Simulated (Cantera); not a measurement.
A Cantera script and its output.

```python
import numpy as np
import cantera as ct

gas = ct.Solution("gri30.yaml")
gas.TPX = 1650, 92, {'CH4': 1, 'N2': 40}
inlet = ct.Reservoir(gas, clone=True)

reactor = ct.IdealGasConstPressureReactor(gas, energy="off", clone=False)
exhaust = ct.Reservoir(gas, clone=True)
tau = [13, 4.1, 1.2, 0.37, 0.11, 0.034, 0.01, 0.0031, 0.00094][0]
for a, b in ((inlet, reactor), (reactor, exhaust)):
    ct.MassFlowController(a, b, mdot=lambda t: reactor.mass / tau)
net = ct.ReactorNet([reactor])
show = ['CH4', 'C2H4', 'H2', 'CH2', 'C2H6', 'H', 'CH3']

rows = []
print(f"{'tau/s':>10s}{'T/K':>9s}" + "".join(f"{s:>11s}" for s in show))
for tau in [13, 4.1, 1.2, 0.37, 0.11, 0.034, 0.01, 0.0031, 0.00094]:
    net.initial_time = 0.0
    net.advance(30 * tau)
    before = gas.X
    net.advance(40 * tau)
    drift = np.max(np.abs(gas.X - before) / (gas.X + 1e-9))
    rows.append([gas.T, *gas[show].X, drift])
    print(f"{tau:10.3e}{gas.T:9.1f}" + "".join(f"{x:11.3e}" for x in gas[show].X))
```

Output:

```
     tau/s      T/K        CH4       C2H4         H2        CH2       C2H6          H        CH3
 1.300e+01   1650.0  1.169e-02  2.714e-04  1.799e-02  3.883e-07  2.250e-07  2.868e-05  3.388e-04
 4.100e+00   1650.0  1.857e-02  4.579e-04  7.682e-03  3.261e-07  2.881e-07  1.096e-05  4.025e-04
 1.200e+00   1650.0  2.354e-02  1.439e-04  8.572e-04  1.065e-07  1.014e-07  1.404e-06  2.498e-04
 3.700e-01   1650.0  2.428e-02  7.922e-06  6.513e-05  1.415e-08  1.119e-08  2.753e-07  8.494e-05
 1.100e-01   1650.0  2.436e-02  2.461e-07  1.312e-05  1.516e-09  8.804e-10  1.853e-07  2.531e-05
 3.400e-02   1650.0  2.438e-02  7.362e-09  3.788e-06  1.923e-10  5.993e-11  1.727e-07  7.717e-06
 1.000e-02   1650.0  2.439e-02  1.665e-10  1.005e-06  2.338e-11  2.442e-12  1.558e-07  2.165e-06
 3.100e-03   1650.0  2.439e-02  3.557e-12  2.399e-07  2.316e-12  7.391e-14  1.199e-07  5.997e-07
 9.400e-04   1650.0  2.439e-02  5.389e-14  4.119e-08  1.247e-13  1.522e-15  6.791e-08  1.503e-07
```

Computed with Cantera and GRI-Mech 3.0 (53 species, 325 reactions). GRI-Mech 3.0 stops at C3 and has no aromatics, soot or wall deposition, so with more carbon than oxygen in the feed, carbon stays in small species such as C2H2 where larger ones or solid carbon would form. Radical loss at walls, strong at low pressure, is not modelled.
